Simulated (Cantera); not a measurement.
Input (Python, Cantera):

```python
import numpy as np
import cantera as ct

surf = ct.Interface("diamond.yaml", "diamond_100")
gas, bulk = surf.adjacent["gas"], surf.adjacent["diamond"]
k = surf.kinetics_species_index(bulk.species_names[0])
cover = ["c6HH", "c6H*", "c6*H", "c6**", "c6HM", "c6B"]

rows, drift = [], 0.0
print(f"{'P':>10s}{'um/h':>11s}" + "".join(f"{s:>11s}" for s in cover))
for v in [1400, 2300, 3700, 5900, 9500, 15000, 25000, 40000]:
    T, P, xH, xCH3 = 1350, v, 0.00064, 0.00014
    gas.TPX = T, P, {"H": xH, "CH3": xCH3, "CH4": 0.017, "H2": 1 - xH - xCH3 - 0.017}
    surf.TP = bulk.TP = T, P
    surf.coverages = "c6H*:0.1, c6HH:0.9"
    surf.advance_coverages(100.0)
    before = surf.coverages
    surf.advance_coverages(100.0)
    drift = max(drift, np.max(np.abs(surf.coverages - before) / (surf.coverages + 1e-9)))
    rate = surf.net_production_rates[k] * bulk.mean_molecular_weight / bulk.density * 3.6e9
    rows.append([rate, *surf[cover].coverages])
    print(f"{v:10.4g}{rate:11.4e}" + "".join(f"{x:11.3e}" for x in rows[-1][1:]))
```

It prints:

```
         P       um/h       c6HH       c6H*       c6*H       c6**       c6HM        c6B
      1400 4.7573e-02  4.444e-01  4.888e-02  4.821e-01  2.406e-02  2.240e-05  1.291e-10
      2300 1.0927e-01  4.446e-01  4.886e-02  4.818e-01  2.398e-02  3.804e-05  2.965e-10
      3700 2.3051e-01  4.446e-01  4.883e-02  4.816e-01  2.389e-02  6.329e-05  6.255e-10
      5900 4.5729e-01  4.446e-01  4.882e-02  4.814e-01  2.381e-02  1.041e-04  1.241e-09
      9500 8.8276e-01  4.446e-01  4.880e-02  4.812e-01  2.374e-02  1.720e-04  2.395e-09
   1.5e+04 1.6141e+00  4.445e-01  4.879e-02  4.810e-01  2.369e-02  2.764e-04  4.380e-09
   2.5e+04 3.1291e+00  4.444e-01  4.878e-02  4.807e-01  2.364e-02  4.652e-04  8.491e-09
     4e+04 5.7872e+00  4.442e-01  4.876e-02  4.804e-01  2.360e-02  7.438e-04  1.570e-08
```

Computed with Cantera and the Harris–Goodwin 1993 mechanism for the reconstructed diamond (100) surface.
